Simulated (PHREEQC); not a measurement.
Solution (25 °C): 0.071 mol MgCl2 and 0.052 mol NaHCO3 per kg of water. Closed to the air; pH follows from the charge balance.

Equilibrium calculation in PHREEQC: ion-association model, phreeqc.dat.

**Question.** The ionic strength comes out as 0.242 mol/kgw. What activity coefficients do MgOH+, Cl-, Mg+2, HCO3-, NaCO3- get?

**Answer.** MgOH+ 0.76, Cl- 0.70, Mg+2 0.33, HCO3- 0.73, NaCO3- 0.74.

Precipitation was switched off in this run. Species that the database lacks are ignored.
